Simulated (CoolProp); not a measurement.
Vapour-liquid equilibrium of isopentane (1) + R365MFC (2) at 3.87 bar; x and y are mole fractions of (1).

Values from CoolProp's multi-fluid Helmholtz-energy mixture model, Lemmon 2006 and Lemmon 2016; pair parameters Bell 2016.

```tsv
x	bubble temperature, mixture model (°C)	bubble temperature, Raoult's law (°C)	y, mixture model	y, Raoult's law
0.05	79.3	83.0	0.139	0.064
0.125	74.5	82.2	0.287	0.156
0.2	71.2	81.4	0.387	0.245
0.275	69.0	80.6	0.457	0.330
0.35	67.6	79.8	0.508	0.412
0.425	66.7	79.0	0.548	0.491
0.5	66.1	78.3	0.581	0.567
0.575	65.8	77.5	0.611	0.639
0.65	65.7	76.7	0.642	0.709
0.725	65.9	76.0	0.678	0.776
0.8	66.5	75.2	0.724	0.841
0.875	67.8	74.5	0.790	0.903
0.95	70.3	73.7	0.893	0.962
```

The largest gap from Raoult's law is -12.3 K in bubble temperature, at x = 0.425. y crosses x between x = 0.575 and 0.65: the model has an azeotrope there.

Pair parameters are fitted to limited data, so mixtures are less certain than the pure fluids.
